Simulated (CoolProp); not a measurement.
The fluid at 298.15 K and 0.00494 MPa expands adiabatically to 0.00209 MPa with isentropic efficiency 1. The same conditions are run with several fluids, on thermodynamics alone (safety and materials aside).

Values from CoolProp's reference Helmholtz-energy equation of state of each fluid (ethanol: Schroeder 2014; R1336mzz(Z): McLinden 2020; R22: Kamei 1995; R1233zd(E): Akasaka 2022).

```json
[
 {"fluid": "ethanol", "work (kJ/kg)": "43.9", "final temperature (K)": "277.0", "final phase": "two-phase, vapour fraction 0.984", "final density (kg/m³)": "0.0426"},
 {"fluid": "R1336mzz(Z)", "work (kJ/kg)": "12.6", "final temperature (K)": "282.7", "final phase": "gas", "final density (kg/m³)": "0.146"},
 {"fluid": "R22", "work (kJ/kg)": "23.1", "final temperature (K)": "261.3", "final phase": "gas", "final density (kg/m³)": "0.0832"},
 {"fluid": "R1233zd(E)", "work (kJ/kg)": "15.7", "final temperature (K)": "277.3", "final phase": "gas", "final density (kg/m³)": "0.118"}
]
```
